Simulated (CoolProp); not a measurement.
A single-stage vapour-compression cycle with the fluid: evaporating at 314.15 K (dew point), condensing at 373.15 K (bubble point), superheat 0 K, subcooling 2 K, compressor efficiency 0.65, no pressure losses. The same conditions are run with several fluids, on thermodynamics alone (safety and materials aside).

Values from CoolProp's reference Helmholtz-energy equation of state of each fluid (ammonia: Gao 2020; R1233zd(E): Akasaka 2022; 1,2-dichloroethane: Thol 2015; chloromethane (R40): Thol 2014; R1336mzz(Z): McLinden 2020).

```json
[
 {"fluid": "ammonia", "cooling COP": "[?]", "pressure ratio": "3.91", "discharge temperature (K)": "461.8", "refrigerating effect (kJ/kg)": "783", "volumetric capacity (kJ/m³)": "9680"},
 {"fluid": "R1233zd(E)", "cooling COP": "2.48", "pressure ratio": "[?]", "discharge temperature (K)": "379.4", "refrigerating effect (kJ/kg)": "[?]", "volumetric capacity (kJ/m³)": "1300"},
 {"fluid": "1,2-dichloroethane", "cooling COP": "3.00", "pressure ratio": "[?]", "discharge temperature (K)": "417.8", "refrigerating effect (kJ/kg)": "270", "volumetric capacity (kJ/m³)": "222"},
 {"fluid": "chloromethane (R40)", "cooling COP": "2.59", "pressure ratio": "3.62", "discharge temperature (K)": "[?]", "refrigerating effect (kJ/kg)": "250", "volumetric capacity (kJ/m³)": "[?]"},
 {"fluid": "R1336mzz(Z)", "cooling COP": "2.32", "pressure ratio": "[?]", "discharge temperature (K)": "373.2", "refrigerating effect (kJ/kg)": "85.6", "volumetric capacity (kJ/m³)": "760"}
]
```

Question: Fill in the missing entries.

Answer: 
- ammonia, cooling COP: 2.51
- R1233zd(E), pressure ratio: 4.68
- R1233zd(E), refrigerating effect (kJ/kg): 108
- 1,2-dichloroethane, pressure ratio: 7.68
- chloromethane (R40), discharge temperature (K): 434.9
- chloromethane (R40), volumetric capacity (kJ/m³): 5050
- R1336mzz(Z), pressure ratio: 5.33

The compression ends wet for: R1336mzz(Z).
